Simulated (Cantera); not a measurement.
## Gas-phase reforming

An isothermal, constant-pressure homogeneous reactor starts with CH4 : CO2 = 1 : 2.9 (molar parts), at 1875 K and 0.410 bar.

Detailed kinetics in Cantera: GRI-Mech 3.0 (53 species, 325 reactions).

```
t (s)        x CH4  x CO2      x O2       x H     x CH3     x HO2
--------  --------  -----  --------  --------  --------  --------
0.000100     0.249  0.741  7.85e-12   1.99e-5   0.00374  1.88e-12
0.000256     0.222  0.727  6.53e-11   7.44e-5   0.00591  4.56e-12
0.000654     0.154  0.671  5.72e-10  0.000162   0.00450  1.14e-11
0.00167     0.0869  0.572   2.21e-9  0.000215   0.00262  2.11e-11
0.00428     0.0337  0.429   7.78e-9  0.000222   0.00134  3.36e-11
0.0109     0.00809  0.297   3.15e-8  0.000264  0.000561  5.67e-11
0.0280     0.00528  0.224   3.24e-8  0.000327  0.000341  3.47e-11
0.0715     0.00332  0.170   2.82e-8  0.000359  0.000176  1.82e-11
0.183     0.000732  0.145   2.82e-8  0.000368   3.45e-5  1.29e-11
0.468      7.48e-7  0.142   3.47e-8  0.000410   3.84e-8  1.45e-11
1.20      2.13e-10  0.142   3.49e-8  0.000411  1.10e-11  1.46e-11
3.06      2.13e-10  0.142   3.49e-8  0.000411  1.10e-11  1.46e-11
7.82      2.13e-10  0.142   3.49e-8  0.000411  1.10e-11  1.46e-11
20.0      2.13e-10  0.142   3.49e-8  0.000411  1.10e-11  1.46e-11
```
x: mole fraction; the columns are a selection and need not sum to one.

Equilibrium at this temperature and pressure: CH4 2.32e-10, CO2 0.142, O2 3.49e-8, H 0.000411, CH3 1.20e-11, HO2 1.46e-11 (gas phase only).
